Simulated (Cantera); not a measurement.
An adiabatic, constant-volume homogeneous reactor starts with CH₄ : H₂ : O₂ : N₂ = 1 : 0.97 : 0.994 : 11.9 (molar parts), equivalence ratio 2.5, at 1450 K and 30.0 bar.

Computed with Cantera and GRI-Mech 3.0 (53 species, 325 reactions). The pressure lies above the range GRI-Mech 3.0 was tuned for (to about 10 atm).

One state of this run: T (K) = 2114; P (bar) = 46.0; x CH₄ = 0.00261; x H₂ = 0.109; x O₂ = 3.28e-9; x CH₂O = 1.17e-6; x N₂O = 4.34e-10; x HCO = 1.01e-7. x: mole fraction; the columns are a selection and need not sum to one.

### Question
Which value of t (s) does it belong to?
A. 0.000816
B. 0.000245
C. 2.00e-6
D. 2.21e-5

### Answer
A, 0.000816
